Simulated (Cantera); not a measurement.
An adiabatic, constant-volume homogeneous reactor starts with CH₄ : C₂H₆ : O₂ : N₂ = 1 : 0.042 : 6.51 : 24.5 (molar parts), equivalence ratio 0.33, at 1475 K and 9.87 atm.

Model: GRI-Mech 3.0 (53 species, 325 reactions), integrated in Cantera.

Problem. Predict: time of steepest temperature rise; temperature at 2.00 s; equilibrium temperature; x(O₂) at 2.00 s; x(CO) at 2.00 s; x(OH) at 2.00 s; x(NO) at 2.00 s.

Solution. 
- time of steepest temperature rise: 88.8 µs
- temperature at 2.00 s: 2327 K
- equilibrium temperature: 2327 K
- x(O₂) at 2.00 s: 0.129 (gas-phase equilibrium 0.129)
- x(CO) at 2.00 s: 0.000324 (gas-phase equilibrium 0.000324)
- x(OH) at 2.00 s: 0.00289 (gas-phase equilibrium 0.00289)
- x(NO) at 2.00 s: 0.0128 (gas-phase equilibrium 0.0128)
